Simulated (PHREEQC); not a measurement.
0.02 g of hydrous ferric oxide (600 m²/g; 0.2 weak and 0.005 strong sites per Fe, Dzombak-Morel constants, diffuse double layer) in 1 kg of water with 0.001 mol/kgw of an inert sodium salt and 2.8e-05 mol/kgw CaCl2 and 8.1e-07 mol/kgw MgCl2, at 25 °C; the pH is set by adding NaOH or the inert anion's acid. O2 is buffered at 0.21 atm. The system is closed to CO2. No solid was allowed to form.

All values are PHREEQC results (ion-association model, wateq4f.dat), not measurements.

```csv
pH,Ca sorbed (%),Mg sorbed (%),surface charge σ (C/m²),surface potential ψ (mV)
4,0.0,0.0,0.120,210
4.67,0.0,0.0,0.069,183
5.33,0.0,0.0,0.038,153
6,0.0,0.0,0.019,119
6.67,0.0,0.0,0.009,82
7.33,0.2,0.3,0.004,45
8,2.1,5.0,0.001,9
8.67,7.9,45.3,-0.002,-23
9.33,28.6,86.0,-0.004,-43
10,54.6,95.1,-0.005,-53
10.67,69.1,97.1,-0.007,-59
11.33,73.8,96.8,-0.010,-62
12,73.5,93.7,-0.021,-65
```
